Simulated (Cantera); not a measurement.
A closed system holds: 1 mol CCl₄, 0.01 mol F₂, 2 mol H₂, equilibrated at 698 K and 100 Torr.

Equilibrium computed with Cantera from the NASA thermochemical tables; the gas is ideal and each condensed phase is pure. Candidate condensed phases: C, C₆H₆, C₇H₈, C₈H₁₈; 118 gas species. Kinetics and transport are ignored.

Base state: HCl 0.993, HF 0.00499, Cl₂ 0.00249 (mole fractions); condensed: C(graphite).

Question: What changes in the equilibrium state with this change: F₂ from 0.01 to 0.073 mol?

Answer: 
```json
[
 {"species": "HCl", "before": "0.993", "after": "0.961"},
 {"species": "HF", "before": "0.00499", "after": "0.0244"},
 {"species": "Cl₂", "before": "0.00249", "after": "0.0120"},
 {"species": "CF₄", "before": "1.77e-7", "after": "0.00271"},
 {"species": "CClF₃", "before": "6.58e-8", "after": "0.000199"},
 {"species": "CCl₂F₂", "before": "5.46e-8", "after": "3.26e-5"},
 {"species": "C(graphite), mol", "before": "1.000", "after": "0.988"}
]
```
Condensed phases not in the tables: fluorocarbon polymer. Gases not in the tables: C₂F₆ and larger saturated fluorocarbons.
